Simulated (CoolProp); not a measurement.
The fluid at 915.31 K and 10.7 MPa flows at 6.3 m/s in a round tube of 1 mm bore and 45 µm roughness, fully developed (64/Re and Nu = 3.66 if laminar; Colebrook and Gnielinski if turbulent). The same conditions are run with several fluids, on thermodynamics alone (safety and materials aside).

The numbers come from the reference Helmholtz-energy equation of state of each fluid (nitrogen: Span 2000; oxygen: Schmidt 1985; dry air: Lemmon 2000; carbon dioxide: Span 1996; normal hydrogen: Leachman 2009) in CoolProp. Blends and air are pseudo-pure fits.

Rank nitrogen, oxygen, dry air, carbon dioxide, normal hydrogen by Reynolds number, highest first.

carbon dioxide (9690), nitrogen (6020), dry air (5970), oxygen (5810), normal hydrogen (898)

```json
[
 {"fluid": "nitrogen", "Darcy friction factor": "0.0720", "pressure drop (Pa/m)": "54200", "heat-transfer coefficient (W/(m² K))": "2680", "mass flow (kg/h)": "0.675"},
 {"fluid": "oxygen", "Darcy friction factor": "0.0722", "pressure drop (Pa/m)": "62600", "heat-transfer coefficient (W/(m² K))": "2820", "mass flow (kg/h)": "0.779"},
 {"fluid": "dry air", "Darcy friction factor": "0.0721", "pressure drop (Pa/m)": "56200", "heat-transfer coefficient (W/(m² K))": "2730", "mass flow (kg/h)": "0.700"},
 {"fluid": "carbon dioxide", "Darcy friction factor": "0.0706", "pressure drop (Pa/m)": "85000", "heat-transfer coefficient (W/(m² K))": "4850", "mass flow (kg/h)": "1.08"},
 {"fluid": "normal hydrogen", "Darcy friction factor": "0.0713", "pressure drop (Pa/m)": "3920", "heat-transfer coefficient (W/(m² K))": "1590", "mass flow (kg/h)": "0.0494"}
]
```

Above 300 K oxygen's equation is extrapolated.

Transport values come from each fluid's own correlations.
